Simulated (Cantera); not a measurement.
A closed system holds: 1 mol Si, 8.3 mol F2, 0.82 mol H2, equilibrated at 95.0 Pa.

Equilibrium computed with Cantera from the NASA thermochemical tables; the gas is ideal and each condensed phase is pure. Candidate condensed phases: Si; 25 gas species. Kinetics and transport are ignored. All values below are at 952 °C.

Base state: F 0.804, HF 0.121, SiF4 0.0737, F2 0.00165 (mole fractions); condensed: gas only.

Problem. What changes in the equilibrium state with this change: H2 from 0.82 to 31 mol?

Solution. 
| species | before | after |
|---|---|---|
| H2 | <1e-9 | 0.645 |
| HF | 0.121 | 0.329 |
| SiF4 | 0.0737 | 0.0261 |
| F | 0.804 | <1e-9 |
| F2 | 0.00165 | <1e-9 |

Problem. What changes in the equilibrium state with this change: H2 from 0.82 to 5.9 mol?

Solution. 
```json
[
 {"species": "HF", "before": "0.121", "after": "0.868"},
 {"species": "SiF4", "before": "0.0737", "after": "0.0735"},
 {"species": "F", "before": "0.804", "after": "0.0588"},
 {"species": "F2", "before": "0.00165", "after": "8.84e-6"}
]
```
